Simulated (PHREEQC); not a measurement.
Make-up at 45 °C: 0.0014 mol/kgw NiSO4 and 0.035 mol/kgw MnSO4. Closed to the air; pH follows from the charge balance.

Computed with PHREEQC (ion-association model, wateq4f.dat).

Each row changes one thing in this solution. Precipitation was switched off in this run.

```tsv
case	pH	ionic strength (mol/kgw)	SO4-2 (mol/kgw)	HSO4- (mol/kgw)
as made	6.14	0.0809	0.0202	1.13e-6
NiSO4 left out	___	0.0780	0.0195	___
MnSO4 replaced by CuSO4 at the same molality	4.48	0.0836	0.0209	___
MnSO4 left out	6.18	0.00487	0.00122	___
temperature from 45 to 65 °C	5.93	0.0735	0.0184	2.79e-6
NiSO4 from 0.0014 to 0.00154 mol/kgw	6.14	0.0812	0.0203	___
```

Question: Fill in the missing entries.

Answer: 
- NiSO4 left out, pH: 6.17
- NiSO4 left out, HSO4- (mol/kgw): 1.03e-6
- MnSO4 replaced by CuSO4 at the same molality, HSO4- (mol/kgw): 5.28e-5
- MnSO4 left out, HSO4- (mol/kgw): 9.99e-8
- NiSO4 from 0.0014 to 0.00154 mol/kgw, HSO4- (mol/kgw): 1.14e-6

Constants without temperature data keep their 25 °C values here.
